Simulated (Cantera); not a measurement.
**HCl + O2 + H2 (abatement and gas-phase synthesis)**

A closed system holds: 1 mol HCl, a varied amount of O2, 8.3 mol H2, held at 2500 °C and 770 Pa.

Cantera equilibrium calculation (NASA polynomials, part measured and part estimated; ideal gas, pure solids and liquids). Candidate condensed phases: H2O; 14 gas species. Kinetics and transport are ignored.

From 0.021 mol O2 to 4.9 mol O2 nothing is condensed.

| n(O2) (mol) | x H | x H2 | x H2O | x O | x OH | x O2 | x HCl | x Cl |
|---|---|---|---|---|---|---|---|---|
| 0.021 | 0.530 | 0.390 | 0.00191 | 0.000609 | 0.000711 | 1.20e-6 | 0.0397 | 0.0372 |
| 0.034 | 0.529 | 0.389 | 0.00309 | 0.000987 | 0.00115 | 3.15e-6 | 0.0397 | 0.0373 |
| 0.053 | 0.528 | 0.387 | 0.00480 | 0.00154 | 0.00179 | 7.67e-6 | 0.0396 | 0.0373 |
| 0.083 | 0.526 | 0.385 | 0.00749 | 0.00242 | 0.00281 | 1.89e-5 | 0.0395 | 0.0373 |
| 0.13 | 0.523 | 0.380 | 0.0117 | 0.00381 | 0.00439 | 4.69e-5 | 0.0394 | 0.0374 |
| 0.21 | 0.518 | 0.373 | 0.0186 | 0.00620 | 0.00709 | 0.000124 | 0.0391 | 0.0375 |
| 0.32 | 0.511 | 0.364 | 0.0280 | 0.00956 | 0.0108 | 0.000295 | 0.0387 | 0.0376 |
| 0.51 | 0.500 | 0.348 | 0.0433 | 0.0155 | 0.0171 | 0.000776 | 0.0381 | 0.0379 |
| 0.8 | 0.482 | 0.324 | 0.0649 | 0.0249 | 0.0265 | 0.00201 | 0.0371 | 0.0382 |
| 1.3 | 0.454 | 0.287 | 0.0965 | 0.0419 | 0.0419 | 0.00566 | 0.0352 | 0.0385 |
| 2 | 0.417 | 0.242 | 0.129 | 0.0663 | 0.0609 | 0.0142 | 0.0324 | 0.0387 |
| 3.1 | 0.368 | 0.188 | 0.156 | 0.103 | 0.0837 | 0.0344 | 0.0283 | 0.0382 |
| 4.9 | 0.309 | 0.133 | 0.164 | 0.153 | 0.105 | 0.0761 | 0.0225 | 0.0361 |
x: gas mole fraction; nothing condenses.
